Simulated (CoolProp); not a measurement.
Vapour-liquid equilibrium of R113 (1) + ethanol (2) at 421.5 K; x and y are mole fractions of (1).

The numbers come from the multi-fluid Helmholtz-energy mixture model, Marx 1992 and Schroeder 2014; pair parameters Bell 2016 in CoolProp.

| x | bubble pressure, mixture model (MPa) | bubble pressure, Raoult's law (MPa) | y, mixture model | y, Raoult's law |
|---|---|---|---|---|
| 0.05 | 1.122 | 0.9542 | 0.177 | 0.062 |
| 0.15 | 1.350 | 0.9784 | 0.348 | 0.182 |
| 0.25 | 1.466 | 1.003 | 0.430 | 0.295 |
| 0.35 | 1.527 | 1.027 | 0.479 | 0.404 |
| 0.45 | 1.558 | 1.051 | 0.519 | 0.507 |
| 0.55 | 1.570 | 1.075 | 0.558 | 0.606 |
| 0.65 | 1.562 | 1.099 | 0.605 | 0.700 |
| 0.75 | 1.524 | 1.124 | 0.667 | 0.790 |
| 0.85 | 1.441 | 1.148 | 0.756 | 0.877 |
| 0.95 | 1.292 | 1.172 | 0.896 | 0.960 |

The largest gap from Raoult's law is +48.7 % in bubble pressure, at x = 0.35. y crosses x between x = 0.55 and 0.65: the model has an azeotrope there.

The pair parameters rest on a limited set of measurements; away from them the model extrapolates.
